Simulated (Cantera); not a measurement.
Input: 1 mol Si, 0.68 mol Cl2, 16 mol H2, at 101000 Pa.

Method: chemical equilibrium by Gibbs-energy minimisation in Cantera with the NASA 1993 tables (ideal gas, pure condensed phases). Candidate condensed phases: Si; 19 gas species. The tables' values for SiCl3 are old estimates; treat these amounts as uncertain. The numbers say what is thermodynamically allowed, not how fast it happens.

x: gas mole fraction; n: condensed amount in mol.

| T (°C) | x H2 | x HCl | x SiHCl3 | x SiCl4 | x SiCl2 | x SiCl3 | x SiH2Cl2 | n Si(s) |
|---|---|---|---|---|---|---|---|---|
| 302 | 0.975 | 1.18e-5 | 0.0131 | 0.0107 | 5.49e-11 | 1.64e-8 | 0.000739 | 0.601 |
| 352 | 0.975 | 3.97e-5 | 0.0129 | 0.0108 | 8.16e-10 | 9.71e-8 | 0.000825 | 0.601 |
| 402 | 0.975 | 0.000111 | 0.0126 | 0.0109 | 8.09e-9 | 4.41e-7 | 0.000901 | 0.602 |
| 452 | 0.975 | 0.000268 | 0.0124 | 0.0110 | 5.82e-8 | 1.62e-6 | 0.000967 | 0.603 |
| 502 | 0.975 | 0.000577 | 0.0121 | 0.0111 | 3.23e-7 | 5.03e-6 | 0.00102 | 0.604 |
| 552 | 0.975 | 0.00113 | 0.0119 | 0.0111 | 1.45e-6 | 1.35e-5 | 0.00107 | 0.607 |
| 602 | 0.974 | ___ | 0.0116 | 0.0111 | ___ | 3.22e-5 | 0.00111 | 0.612 |
| 652 | 0.973 | 0.00343 | 0.0113 | 0.0109 | 1.75e-5 | 6.94e-5 | 0.00114 | 0.618 |
| 702 | 0.972 | ___ | 0.0108 | 0.0106 | ___ | 0.000137 | 0.00115 | 0.627 |
| 752 | 0.970 | 0.00825 | 0.0103 | 0.0102 | 0.000125 | 0.000247 | 0.00115 | 0.640 |
| 802 | 0.967 | 0.0119 | 0.00965 | 0.00956 | 0.000286 | 0.000416 | 0.00114 | 0.655 |
| 852 | 0.964 | 0.0164 | 0.00884 | 0.00868 | 0.000594 | 0.000648 | 0.00110 | 0.674 |
| 902 | 0.960 | 0.0218 | 0.00786 | 0.00758 | 0.00113 | 0.000937 | 0.00105 | 0.695 |
| 952 | 0.955 | 0.0278 | 0.00673 | 0.00627 | 0.00197 | 0.00125 | 0.000963 | 0.717 |

Task: Complete the blanks.

Result: 
- 602, x HCl: 0.00204
- 602, x SiCl2: 5.42e-6
- 702, x HCl: 0.00546
- 702, x SiCl2: 4.96e-5
